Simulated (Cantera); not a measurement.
# Ignition delay

Mixture: CH4 : O2 : N2 = 1 : 2.86 : 10.7 (molar parts), equivalence ratio 0.70, at 0.987 atm, adiabatic and at constant pressure. Ignition delay is the time to a rise of 400 K.

Model: GRI-Mech 3.0 (53 species, 325 reactions), integrated in Cantera.

```tsv
T0 (K)	delay (ms)
1100	172
1150	78.9
1200	37.8
1250	18.8
1300	9.72
1350	5.22
1400	2.91
```

| Item | Result |
|---|---|
| apparent activation energy between 1300 and 1400 K | 180 kJ/mol |
